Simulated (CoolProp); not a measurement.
Vapour-liquid equilibrium of propane (1) + isobutene (2) at 343.5 K; x and y are mole fractions of (1).

The numbers come from the multi-fluid Helmholtz-energy mixture model, Lemmon 2009 and Lemmon 2005; pair parameters Bell 2016 in CoolProp.

| x | bubble pressure, mixture model (bar) | bubble pressure, Raoult's law (bar) | y, mixture model | y, Raoult's law |
|---|---|---|---|---|
| 0.05 | 10.85 | 10.73 | 0.112 | 0.121 |
| 0.2 | 13.34 | 13.15 | 0.349 | 0.396 |
| 0.35 | 15.59 | 15.56 | 0.514 | 0.586 |
| 0.5 | 17.78 | 17.98 | 0.648 | 0.724 |
| 0.65 | 20.04 | 20.40 | 0.765 | 0.830 |
| 0.8 | 22.46 | 22.82 | 0.871 | 0.913 |
| 0.95 | 25.10 | 25.24 | 0.969 | 0.980 |

The largest gap from Raoult's law is -1.8 % in bubble pressure, at x = 0.65. No azeotrope shows between x = 0.05 and 0.95.

The pair parameters rest on a limited set of measurements; away from them the model extrapolates. The gap from Raoult's law changes sign with composition, which may be real or a fault of the pair parameters; it wasn't checked against measurements.
